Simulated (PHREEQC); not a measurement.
A made-up water analysis in mg/L, 33 °C, pH 6.61, pe 11.4:

```json
[
 {"constituent": "Na", "mg/L": "247"},
 {"constituent": "K", "mg/L": "197"},
 {"constituent": "Ca", "mg/L": "1630"},
 {"constituent": "Mg", "mg/L": "16"},
 {"constituent": "Cl", "mg/L": "864"},
 {"constituent": "S(6) as SO4", "mg/L": "975"},
 {"constituent": "Alkalinity as HCO3", "mg/L": "810"},
 {"constituent": "F", "mg/L": "3.34"},
 {"constituent": "Cu(2)", "mg/L": "90.8"},
 {"constituent": "Zn", "mg/L": "41.7"},
 {"constituent": "Br", "mg/L": "1.04"},
 {"constituent": "Sr", "mg/L": "0.739"}
]
```

Cl is adjusted to close the charge balance.
Valence states are taken as typed.

Computed with PHREEQC (ion-association model, wateq4f.dat).

The ionic strength comes out as 0.131 mol/kgw.

```csv
species,molality,activity,log γ
Cl-,0.0691,0.0512,-0.130
Ca+2,0.0346,0.0124,-0.447
Na+,0.0107,0.00815,-0.117
HCO3-,0.00943,0.00726,-0.114
SO4-2,0.00528,0.00177,-0.474
K+,0.00499,0.00370,-0.130
CaSO4,0.00457,0.00470,0.013
CO2,0.00360,0.00370,0.013
CaHCO3+,0.00163,0.00127,-0.109
```

This is a speciation only: nothing precipitates in the calculation. Saturation is exceeded, for instance for Malachite, Atacamite; the values hold only as long as no solid forms. The database's zinc carbonate complexes are estimates, stronger than later reviews accept.
